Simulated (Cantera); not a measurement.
Fluorocarbon and chlorocarbon gases: CCl₄ + F₂

Charge: 1 mol CCl₄, 1.9 mol F₂, equilibrated at 10000 Pa.

Cantera equilibrium calculation (NASA polynomials, part measured and part estimated; ideal gas, pure solids and liquids). Candidate condensed phases: C; 27 gas species. Gases not in the tables: C₂F₆ and larger saturated fluorocarbons. Kinetics and transport are ignored.

```json
[
 {"T (°C)": "1227", "x Cl": "0.137", "x Cl₂": "0.554", "x CF₄": "0.284", "x F": "8.10e-6", "x CF₂": "7.20e-5", "x CClF₃": "0.0230", "n C(graphite)": "0.0292"},
 {"T (°C)": "1302", "x Cl": "0.210", "x Cl₂": "0.494", "x CF₄": "0.274", "x F": "2.69e-5", "x CF₂": "0.000205", "x CClF₃": "0.0207", "n C(graphite)": "0.0305"},
 {"T (°C)": "1377", "x Cl": "0.300", "x Cl₂": "0.419", "x CF₄": "0.261", "x F": "7.97e-5", "x CF₂": "0.000526", "x CClF₃": "0.0181", "n C(graphite)": "0.0317"},
 {"T (°C)": "1452", "x Cl": "0.401", "x Cl₂": "0.336", "x CF₄": "0.246", "x F": "0.000214", "x CF₂": "0.00123", "x CClF₃": "0.0153", "n C(graphite)": "0.0325"},
 {"T (°C)": "1527", "x Cl": "0.501", "x Cl₂": "0.252", "x CF₄": "0.230", "x F": "0.000529", "x CF₂": "0.00267", "x CClF₃": "0.0124", "n C(graphite)": "0.0319"},
 {"T (°C)": "1602", "x Cl": "0.590", "x Cl₂": "0.177", "x CF₄": "0.216", "x F": "0.00121", "x CF₂": "0.00541", "x CClF₃": "0.00977", "n C(graphite)": "0.0286"},
 {"T (°C)": "1677", "x Cl": "0.658", "x Cl₂": "0.118", "x CF₄": "0.202", "x F": "0.00261", "x CF₂": "0.0104", "x CClF₃": "0.00750", "n C(graphite)": "0.0204"},
 {"T (°C)": "1752", "x Cl": "0.704", "x Cl₂": "0.0754", "x CF₄": "0.188", "x F": "0.00529", "x CF₂": "0.0188", "x CClF₃": "0.00564", "n C(graphite)": "0.00430"},
 {"T (°C)": "1827", "x Cl": "0.731", "x Cl₂": "0.0474", "x CF₄": "0.178", "x F": "0.0119", "x CF₂": "0.0242", "x CClF₃": "0.00366", "n C(graphite)": "0"},
 {"T (°C)": "1902", "x Cl": "0.742", "x Cl₂": "0.0295", "x CF₄": "0.165", "x F": "0.0250", "x CF₂": "0.0306", "x CClF₃": "0.00237", "n C(graphite)": "0"},
 {"T (°C)": "1977", "x Cl": "0.738", "x Cl₂": "0.0182", "x CF₄": "0.148", "x F": "0.0471", "x CF₂": "0.0411", "x CClF₃": "0.00157", "n C(graphite)": "0"},
 {"T (°C)": "2052", "x Cl": "0.720", "x Cl₂": "0.0112", "x CF₄": "0.124", "x F": "0.0803", "x CF₂": "0.0565", "x CClF₃": "0.00104", "n C(graphite)": "0"},
 {"T (°C)": "2127", "x Cl": "0.690", "x Cl₂": "0.00679", "x CF₄": "0.0930", "x F": "0.124", "x CF₂": "0.0768", "x CClF₃": "0.000650", "n C(graphite)": "0"},
 {"T (°C)": "2202", "x Cl": "0.654", "x Cl₂": "0.00414", "x CF₄": "0.0593", "x F": "0.174", "x CF₂": "0.0994", "x CClF₃": "0.000373", "n C(graphite)": "0"}
]
```
x: gas mole fraction; n: condensed amount in mol.

From 1227 °C to 1752 °C the condensed part is C(graphite). From 1827 °C to 2202 °C nothing is condensed. The main C-bearing gas is CF₄ at 1227 °C and CF₂ at 2202 °C.
